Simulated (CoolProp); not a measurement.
Vapour-liquid equilibrium of CH2F2 (R32) (1) + methanol (2) at 320.5 K; x and y are mole fractions of (1).

Model: multi-fluid Helmholtz-energy mixture model, Tillner-Roth 1997 and de Reuck 1993; pair parameters Bell 2016, in CoolProp.

| x | bubble pressure, mixture model (bar) | bubble pressure, Raoult's law (bar) | y, mixture model | y, Raoult's law |
|---|---|---|---|---|
| 0.05 | 4.156 | 1.948 | ? | 0.758 |
| 0.125 | 8.880 | 4.126 | 0.941 | 0.895 |
| 0.2 | ? | 6.304 | 0.957 | 0.937 |
| 0.275 | 15.52 | 8.482 | 0.964 | 0.958 |
| 0.35 | 17.61 | 10.66 | 0.968 | 0.970 |
| 0.425 | 19.09 | 12.84 | 0.970 | 0.978 |
| 0.5 | 20.17 | 15.02 | 0.972 | 0.983 |
| 0.575 | 21.03 | 17.19 | 0.973 | 0.988 |
| 0.65 | 21.84 | 19.37 | 0.975 | 0.991 |
| 0.725 | ? | 21.55 | 0.977 | 0.994 |
| 0.8 | 23.92 | 23.73 | 0.980 | 0.996 |
| 0.875 | 25.49 | 25.91 | 0.984 | 0.998 |
| 0.95 | 27.65 | 28.09 | 0.992 | 0.999 |

**Question.** Fill in the missing entries.

**Answer.** 
- 0.05, y, mixture model: 0.878
- 0.2, bubble pressure, mixture model (bar): 12.65
- 0.725, bubble pressure, mixture model (bar): 22.76

The largest gap from Raoult's law is +115.2 % in bubble pressure, at x = 0.125. No azeotrope shows between x = 0.05 and 0.95.

Pair parameters are fitted to limited data, so mixtures are less certain than the pure fluids. The gap from Raoult's law changes sign with composition, which may be real or a fault of the pair parameters; it wasn't checked against measurements. With so large a gap from Raoult's law the liquid may split in two, which this calculation doesn't test in full.
